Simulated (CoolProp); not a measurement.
Vapour-liquid equilibrium of R142b (1) + R113 (2) at 0.809 MPa; x and y are mole fractions of (1).

Values from CoolProp's multi-fluid Helmholtz-energy mixture model, Lemmon 2006 and Marx 1992; pair parameters Bell 2016.

Task: Give the bubble temperature and the first vapour's composition at x = 0.2, 0.35, 0.8. Is there an azeotrope?

Result: x = 0.2: 375.2 K, y = 0.494; x = 0.35: 361.6 K, y = 0.683; x = 0.8: 337.3 K, y = 0.935. No azeotrope shows between x = 0.05 and 0.95.

The pair parameters rest on a limited set of measurements; away from them the model extrapolates.
